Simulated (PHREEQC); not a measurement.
Reverse-osmosis permeate: an equilibrium model

Synthetic water in mg/L, 25 °C, pH 6.28, pe 10.2:

| constituent | mg/L |
|---|---|
| Na | 3.12 |
| K | 0.00062 |
| Ca | 4.64 |
| Mg | 0.366 |
| Cl | 10.4 |
| S(6) as SO4 | 1.58 |
| Alkalinity as HCO3 | 4.88 |
| Br | 0.0183 |
| Si as SiO2 | 0.0113 |
| Li | 0.00438 |

Valence states are taken as typed.

All values are PHREEQC results (ion-association model, phreeqc.dat), not measurements.

This is a speciation only: nothing precipitates in the calculation.

Problem. What charge-balance error does the model give?

Solution. charge-balance error -1.1 %.

Problem. In which forms is C present?

Solution. CO2 53 %, HCO3- 46 % of the C.
